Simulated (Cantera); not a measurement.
Source: NASA polynomial tables (part measured, part estimated), evaluated in Cantera. Values are per mole of reaction as written; species without (g) are pure solids or liquids, kept so even where they would boil at 1 bar.

Q: Between 300 and 1025 K, where is each reaction favourable under standard conditions?
- SF₄(g) + 2 CaS ⇌ 2 CaF₂ + 3 S

A: 
- SF₄(g) + 2 CaS ⇌ 2 CaF₂ + 3 S: ΔG° is -688 kJ at 300 K and -600 kJ at 1025 K; it stays negative (K > 1). ΔH° is -692 kJ and ΔS° -90 J/K at 1025 K.
